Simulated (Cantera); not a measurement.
Charge: 1 mol SiC, 0.026 mol O2, 880 mol H2, held at 1127 °C and 100 Torr.

Equilibrium computed with Cantera from the NASA thermochemical tables; the gas is ideal and each condensed phase is pure. Candidate condensed phases: C, C6H6, C7H8, C8H18, H2O, Si, SiC, SiO2; 123 gas species. The numbers say what is thermodynamically allowed, not how fast it happens.

Base state: H2 1.000, SiO 3.71e-5, CO 2.16e-5, CH4 1.55e-5, H 1.33e-5 (mole fractions); condensed: SiC(s).

### Question
What changes in the equilibrium state with this change: temperature from 1127 °C to 802 °C?

### Answer
| species | before | after |
|---|---|---|
| H2 | 1.000 | 1.000 |
| CH4 | 1.55e-5 | 2.96e-5 |
| H | 1.33e-5 | 4.02e-8 |
| SiO | 3.71e-5 | 2.74e-8 |
| CO | 2.16e-5 | 4.13e-9 |
| SiC(s), mol | 0.967 | 0.974 |
| SiO2(β-quartz), mol | 0 | 0.0260 |
Mutual solubility and eutectic melting of coexisting phases are not modelled.

### Question
What changes in the equilibrium state with this change: temperature from 1127 °C to 727 °C?

### Answer
```csv
species,before,after
H2,1.000,1.000
CH4,1.55e-5,2.96e-5
H,1.33e-5,6.22e-9
SiO,3.71e-5,1.60e-9
CO,2.16e-5,<1e-9
"SiC(s), mol",0.967,0.974
"SiO2(β-quartz), mol",0,0.0260
```

### Question
What changes in the equilibrium state with this change: temperature from 1127 °C to 1652 °C?

### Answer
```
species            before    after
----------------  -------  -------
H2                  1.000    0.997
H                 1.33e-5  0.00261
CO                2.16e-5  4.46e-5
Si                1.10e-9  3.45e-5
C2H2 (acetylene)  1.84e-9  1.10e-5
SiH               2.00e-9  1.03e-5
SiH2              6.69e-8  1.80e-5
SiO               3.71e-5  1.44e-5
CH4               1.55e-5  1.08e-5
SiC(s), mol         0.967    0.931
```
Gases not in the tables: Si2H6 and higher silanes.
